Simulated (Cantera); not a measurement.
Equilibrium for silicon epitaxy and polysilicon growth: Si2H6 + HCl + N2

Charge: 1 mol Si2H6, 3.9 mol HCl, 6.4 mol N2, equilibrated at 750 Torr.

Equilibrium computed with Cantera from the NASA thermochemical tables; the gas is ideal and each condensed phase is pure. Candidate condensed phases: NH4Cl, Si, Si3N4; 28 gas species. The feed counts by its element totals alone. N2 is the only nitrogen source here; it is nearly inert below about 1500 K, so the nitride shown seldom forms there in practice. The tables' values for SiCl3 are old estimates; treat these amounts as uncertain. Equilibrium is a limit: real reactors are often held back by kinetics, nucleation or transport.

| T (°C) | log p N2 | log p H2 | log p HCl | log p SiCl2 | log p SiCl4 | log p SiCl3 | log p SiHCl3 | log p H | n Si3N4(s) |
|---|---|---|---|---|---|---|---|---|---|
| 877 | -0.36 | -0.54 | -0.59 | -5.55 | -1.77 | -4.18 | -3.42 | -7.40 | 0.598 |
| 977 | -0.36 | -0.55 | -0.58 | -4.56 | -1.83 | -3.62 | -3.25 | -6.59 | 0.604 |
| 1077 | -0.36 | -0.55 | -0.57 | -3.73 | -1.88 | -3.16 | -3.11 | -5.90 | 0.608 |
| 1177 | -0.36 | -0.56 | -0.57 | -3.02 | -1.95 | -2.77 | -3.01 | -5.30 | 0.608 |
| 1277 | -0.36 | -0.55 | -0.57 | -2.43 | -2.05 | -2.46 | -2.94 | -4.78 | 0.598 |
| 1377 | -0.36 | -0.55 | -0.59 | -1.95 | -2.21 | -2.25 | -2.94 | -4.32 | 0.570 |
| 1477 | -0.36 | -0.54 | -0.64 | -1.59 | -2.47 | -2.15 | -3.03 | -3.90 | 0.516 |
log p: log10 of the partial pressure in bar; n: condensed amount in mol.

From 877 °C to 1477 °C the condensed part is Si3N4(s). The main Si-bearing gas is SiCl4 at 877 °C and SiCl2 at 1477 °C.
